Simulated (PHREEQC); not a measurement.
## Leach liquor

Dissolve 0.0032 mol HCl, 0.00032 mol FeSO4 and 0.00081 mol Na2SO4 per kg of water at 25 °C. Closed to the air; pH follows from the charge balance.

Equilibrium calculation in PHREEQC: ion-association model, phreeqc.dat.

Precipitation was switched off in this run.

Estimate the pH.

pH 2.56.

In which forms is S present?

SO4-2 80 %, HSO4- 17 %, FeSO4 2.2 % of the S.
